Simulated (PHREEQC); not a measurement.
A solution holds 0.25 mol H2SO4, 3.7e-05 mol CuSO4 and 0.00012 mol MnSO4 per kg of water, at 25 °C. Closed to the air; pH follows from the charge balance.

The numbers come from PHREEQC with the ion-association model, wateq4f.dat.

Each row changes one thing in this solution. No solid was allowed to form.

```
case                                            pH  ionic strength (mol/kgw)  HSO4- (mol/kgw)  SO4-2 (mol/kgw)
--------------------------------------------  ----  ------------------------  ---------------  ---------------
as made                                       0.66                     0.309            0.221           0.0293
MnSO4 replaced by MgSO4 at the same molality  0.66                     0.309            0.221           0.0293
CuSO4 left out                                0.66                     0.309            0.221           0.0293
temperature from 25 to 5 °C                    ___                     0.330            0.210              ___
H2SO4 left out                                 ___                  0.000613          1.66e-8              ___
```

**Question.** Fill in the missing entries.

**Answer.** 
- temperature from 25 to 5 °C, pH: 0.64
- temperature from 25 to 5 °C, SO4-2 (mol/kgw): 0.0396
- H2SO4 left out, pH: 5.92
- H2SO4 left out, SO4-2 (mol/kgw): 0.000153

Complexes and solids missing from the database can't appear. Away from 25 °C the constants follow the database's enthalpies or fits; those with neither stay at their 25 °C values.
